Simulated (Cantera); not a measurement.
Feed: 1 mol Ta2O5, 0.39 mol CH4, 0.017 mol CO, held at 1.33 mbar.

Method: chemical equilibrium by Gibbs-energy minimisation in Cantera with the NASA 1993 tables (ideal gas, pure condensed phases). Candidate condensed phases: C, C6H6, C7H8, C8H18, H2O, Ta, TaC, Ta2O5; 113 gas species. Mutual solubility and eutectic melting of coexisting phases are not modelled. TaC: taken at fixed stoichiometry. Condensed phases not in the tables: Ta2C, N, O or C dissolved in the metal. Equilibrium is a limit: real reactors are often held back by kinetics, nucleation or transport.

log p: log10 of the partial pressure in bar; n: condensed amount in mol.

```csv
T (K),log p H2,log p CO,log p H,log p TaO2,log p TaO,log p H2O,n TaC(s),n Ta2O5(s),n Ta(s),n Ta2O5(l)
1398,-3.01,-3.44,-6.83,-13.13,-14.86,-6.34,0.112,0.944,0,0
1548,-3.02,-3.44,?,?,?,?,0.112,0.944,0,0
1698,-3.02,-3.44,?,?,?,?,0.112,0.944,0,0
1848,-3.05,-3.37,-4.80,-7.23,-7.94,-6.10,0.0361,0.929,0.106,0
1998,-3.08,-3.35,-4.33,-5.99,-6.71,-5.82,0,0.921,0.156,0
2148,-3.11,-3.36,-3.94,-4.99,-5.69,-5.62,0,0,0.154,0.917
2298,-3.21,-3.41,-3.62,-4.17,-4.82,-5.52,0,0,0.134,0.889
2448,-3.49,-3.58,-3.45,-3.49,-4.20,-5.56,0,0,0,0.702
```

What belongs in the gaps?


- 1698, log p H: -5.35
- 1698, log p TaO2: -8.83
- 1698, log p TaO: -9.80
- 1698, log p H2O: -6.15
- 1548, log p H: -6.02
- 1548, log p TaO2: -10.76
- 1548, log p TaO: -12.08
- 1548, log p H2O: -6.24
